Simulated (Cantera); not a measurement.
Mixture: CH4 : H2 : O2 : N2 = 1 : 0.11 : 1.71 : 6.44 (molar parts), equivalence ratio 1.2, at 1300000 Pa, adiabatic and at constant pressure. Ignition delay is the time to a rise of 400 K.

Cantera simulation using GRI-Mech 3.0 (53 species, 325 reactions); the numbers are that mechanism's predictions, not measurements. The pressure lies above the range GRI-Mech 3.0 was tuned for (to about 10 atm). Below about 1000 K GRI-Mech 3.0 lacks low-temperature oxidation paths. Below about 950 K walls govern HO2 and H2O2 in real vessels.

Question: Predict: delay at 850 K; delay at 925 K; delay at 1000 K; delay at 1075 K; delay at 1150 K; delay at 1225 K; delay at 1300 K; apparent activation energy between 1150 and 1300 K.

Answer: 
- delay at 850 K: 0.594 s
- delay at 925 K: 73.9 ms
- delay at 1000 K: 14.3 ms
- delay at 1075 K: 4.22 ms
- delay at 1150 K: 1.79 ms
- delay at 1225 K: 0.916 ms
- delay at 1300 K: 0.493 ms
- apparent activation energy between 1150 and 1300 K: 110 kJ/mol
